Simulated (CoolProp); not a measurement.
Values from CoolProp's reference Helmholtz-energy equation of state, Thol 2019.

Problem. For decamethylcyclopentasiloxane (D5), give the phase and the Joule-Thomson coefficient (K/MPa) at 620 K and 0.0133 MPa; 620 K and 0.0457 MPa.

Solution. 
- 620 K and 0.0133 MPa: gas; Joule-Thomson coefficient 8.99
- 620 K and 0.0457 MPa: gas; Joule-Thomson coefficient 9.14
